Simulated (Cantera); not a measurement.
What does this Cantera script print?

```python
import numpy as np
import cantera as ct

gas = ct.Solution("h2o2.yaml")
gas.TPX = 1375, 1900, {'H2': 0.34, 'O2': 1}
reactor = ct.IdealGasConstPressureReactor(gas, energy="off", clone=False)
net = ct.ReactorNet([reactor])
net.rtol, net.atol = 1e-08, 1e-18
show = ['H2', 'O2', 'H2O2', 'H2O', 'O', 'HO2', 'H']
times = np.geomspace(0.0004, 7, 14)

steps = ct.SolutionArray(gas, extra=["t"])
rows = []
print(f"{'t/s':>10s}{'T/K':>9s}{'P/Pa':>11s}" + "".join(f"{s:>11s}" for s in show))
for t in times:
    while net.time < t:
        t_next = net.step()
        steps.append(gas.state, t=t_next)
    rows.append([np.interp(t, steps.t, y) for y in (steps.T, steps.P, *steps(*show).X.T)])
    print(f"{t:10.3e}{rows[-1][0]:9.1f}{rows[-1][1]:11.4g}" + "".join(f"{x:11.3e}" for x in rows[-1][2:]))
rate = np.gradient(steps.T, steps.t)
print("integrator steps:", len(steps.t))
if steps.T.max() > steps.T[0] + 200:
    print(f"time of steepest temperature rise: {steps.t[rate.argmax()]:.4e} s")
gas.TPX = 1375, 1900, {'H2': 0.34, 'O2': 1}
gas.equilibrate("TP")
print(f"equilibrium (TP): T = {gas.T:.1f} K  " + "  ".join(f"{s} {gas[s].X[0]:.3e}" for s in show))
```

It prints:

```
       t/s      T/K       P/Pa         H2         O2       H2O2        H2O          O        HO2          H
 4.000e-04   1375.0       1900  8.094e-02  6.463e-01  5.234e-07  1.250e-01  5.193e-02  7.747e-06  7.208e-02
 8.481e-04   1375.0       1900  1.487e-02  5.997e-01  3.802e-07  1.914e-01  9.491e-02  8.988e-06  8.012e-02
 1.798e-03   1375.0       1900  1.388e-02  6.109e-01  4.015e-07  2.020e-01  8.557e-02  9.341e-06  6.912e-02
 3.813e-03   1375.0       1900  1.172e-02  6.315e-01  4.358e-07  2.217e-01  6.810e-02  9.904e-06  4.968e-02
 8.084e-03   1375.0       1900  7.664e-03  6.623e-01  4.569e-07  2.506e-01  4.135e-02  1.025e-05  2.377e-02
 1.714e-02   1375.0       1900  3.055e-03  6.910e-01  3.777e-07  2.756e-01  1.564e-02  8.651e-06  5.533e-03
 3.634e-02   1375.0       1900  7.485e-04  7.042e-01  2.149e-07  2.861e-01  3.761e-03  4.603e-06  6.509e-04
 7.705e-02   1375.0       1900  1.633e-04  7.078e-01  9.972e-08  2.890e-01  8.185e-04  1.607e-06  6.607e-05
 1.634e-01   1375.0       1900  4.117e-05  7.088e-01  4.500e-08  2.899e-01  2.069e-04  5.204e-07  8.399e-06
 3.464e-01   1375.0       1900  1.246e-05  7.091e-01  2.080e-08  2.902e-01  6.286e-05  2.003e-07  1.407e-06
 7.344e-01   1375.0       1900  4.384e-06  7.092e-01  1.001e-08  2.904e-01  2.220e-05  1.114e-07  2.953e-07
 1.557e+00   1375.0       1900  1.796e-06  7.093e-01  5.323e-09  2.905e-01  9.119e-06  9.818e-08  7.777e-08
 3.301e+00   1375.0       1900  9.645e-07  7.093e-01  3.593e-09  2.905e-01  4.901e-06  1.088e-07  3.072e-08
 7.000e+00   1375.0       1900  7.815e-07  7.093e-01  3.209e-09  2.905e-01  3.971e-06  1.152e-07  2.244e-08
integrator steps: 1904
equilibrium (TP): T = 1375.0 K  H2 7.705e-07  O2 7.093e-01  H2O2 3.186e-09  H2O 2.905e-01  O 3.915e-06  HO2 1.157e-07  H 2.197e-08
```

Cantera simulation using the H2/O2 subset of GRI-Mech 3.0, which has no nitrogen chemistry; the numbers are that mechanism's predictions, not measurements. Radical loss at walls, strong at low pressure, is not modelled. The temperature is held fixed by assumption; the heat of reaction is taken as removed at once.
